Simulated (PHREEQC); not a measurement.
Solution (25 °C): 0.0025 mol/kgw CuSO4, 0.049 mol/kgw CuCl2 and 0.011 mol/kgw Na2SO4. Closed to the air; pH follows from the charge balance.

All values are PHREEQC results (ion-association model, wateq4f.dat), not measurements.

```json
{
  "pH": "4.46",
  "ionic_strength": "0.157 mol/kgw"
}
```

| species | molality | activity | log γ |
|---|---|---|---|
| Cl- | 0.0941 | 0.0688 | -0.136 |
| Cu+2 | 0.0414 | 0.0146 | -0.454 |
| Na+ | 0.0218 | 0.0165 | -0.121 |
| SO4-2 | 0.00692 | 0.00221 | -0.495 |
| CuSO4 | 0.00634 | 0.00657 | 0.016 |
| CuCl+ | 0.00366 | 0.00269 | -0.133 |
| NaSO4- | 0.000240 | 0.000182 | -0.119 |

No solid was allowed to form. Saturation is exceeded, for instance for Atacamite, Antlerite; the values hold only as long as no solid forms.
